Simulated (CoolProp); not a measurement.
Computed with CoolProp (reference Helmholtz-energy equation of state, Setzmann 1991).

Question: For methane, give the phase and the cv (kJ/(kg K)), Joule-Thomson coefficient (K/MPa) at 201.3 K and 11.5 MPa; 201.3 K and 34.5 MPa; 201.3 K and 38.3 MPa.

Answer: 
- 201.3 K and 11.5 MPa: supercritical; cv 1.86, Joule-Thomson coefficient 0.790
- 201.3 K and 34.5 MPa: supercritical; cv 1.88, Joule-Thomson coefficient -0.241
- 201.3 K and 38.3 MPa: supercritical; cv 1.89, Joule-Thomson coefficient -0.285
